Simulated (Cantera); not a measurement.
A perfectly stirred reactor is fed with H2 : O2 : N2 = 1.5 : 1 : 3 (molar parts), equivalence ratio 0.75, at 100.0 Torr; it is held at 1125 K, and followed from long to short residence time.

Model: the H2/O2 subset of GRI-Mech 3.0, which has no nitrogen chemistry, integrated in Cantera. The temperature is held fixed by assumption; the heat of reaction is taken as removed at once.

Problem. What does this change do: pressure from 100.0 Torr to 180 Torr?

Solution. 
```json
[
 {"quantity": "x(H2) at τ = 6.20 s", "before": "0.000209", "after": "0.000154"},
 {"quantity": "x(O2) at τ = 6.20 s", "before": "0.0527", "after": "0.0527"},
 {"quantity": "x(H2O2) at τ = 6.20 s", "before": "6.16e-7", "after": "5.68e-7"},
 {"quantity": "x(H) at τ = 6.20 s", "before": "1.15e-5", "after": "3.58e-6"},
 {"quantity": "x(OH) at τ = 6.20 s", "before": "0.000181", "after": "0.000106"},
 {"quantity": "x(H2) at τ = 36.0 ms", "before": "0.00559", "after": "0.00411"},
 {"quantity": "x(O2) at τ = 36.0 ms", "before": "0.0549", "after": "0.0543"},
 {"quantity": "x(H2O2) at τ = 36.0 ms", "before": "2.01e-6", "after": "2.92e-6"},
 {"quantity": "x(H) at τ = 36.0 ms", "before": "0.00185", "after": "0.000591"},
 {"quantity": "x(OH) at τ = 36.0 ms", "before": "0.00107", "after": "0.000653"}
]
```

Problem. What does this change do: pressure from 100.0 Torr to 315 Torr?

Solution. 
```
quantity                  before     after
----------------------  --------  --------
x(H2) at τ = 6.20 s     0.000209  0.000157
x(O2) at τ = 6.20 s       0.0527    0.0527
x(H2O2) at τ = 6.20 s    6.16e-7   4.06e-7
x(H) at τ = 6.20 s       1.15e-5   1.20e-6
x(OH) at τ = 6.20 s     0.000181   5.09e-5
x(H2) at τ = 36.0 ms     0.00559   0.00369
x(O2) at τ = 36.0 ms      0.0549    0.0542
x(H2O2) at τ = 36.0 ms   2.01e-6   3.62e-6
x(H) at τ = 36.0 ms      0.00185  0.000196
x(OH) at τ = 36.0 ms     0.00107  0.000357
```
